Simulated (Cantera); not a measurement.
Feed: 1 mol B, 3.7 mol O2, 6.3 mol H2, held at 0.133 bar.

These are equilibrium values from Cantera (NASA tables, ideal gas, pure condensed phases), not measurements of a reactor. Candidate condensed phases: B, B2O3, B3O3H3, H2O; 23 gas species. The numbers say what is thermodynamically allowed, not how fast it happens. All values below are at 2125 K.

Base state: H2O 0.789, HBO2 0.139, H2 0.0610, OH 0.00394, B2O3 0.00309, H 0.00246, BO2 0.000838, O2 0.000619 (mole fractions); condensed: gas only.

**Question.** What changes in the equilibrium state with this change: H2 from 6.3 to 10 mol?

**Answer.** 
```tsv
species	before	after
H2O	0.789	0.514
H2	0.0610	0.386
HBO2	0.139	0.0900
O2	0.000619	6.56e-6
O	0.000113	1.16e-5
```
